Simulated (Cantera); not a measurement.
Mixture: 2.31 % C₃H₈, 16.0 % O₂, 78.4 % N₂, 3.23 % H₂O, equivalence ratio 0.72, at 1.01 bar, adiabatic and at constant volume. Ignition delay is the time to a rise of 400 K.

Cantera simulation using GRI-Mech 3.0 (53 species, 325 reactions); the numbers are that mechanism's predictions, not measurements. GRI-Mech 3.0 was tuned for natural gas; its chemistry of propane as a main component is partial and can be far from experiment.

**Question.** Predict: delay at 1175 K; delay at 1275 K; delay at 1375 K; delay at 1475 K; apparent activation energy between 1425 and 1525 K.

**Answer.** 
| Item | Result |
|---|---|
| delay at 1175 K | 11.7 ms |
| delay at 1275 K | 1.64 ms |
| delay at 1375 K | 0.341 ms |
| delay at 1475 K | 0.103 ms |
| apparent activation energy between 1425 and 1525 K | 190 kJ/mol |
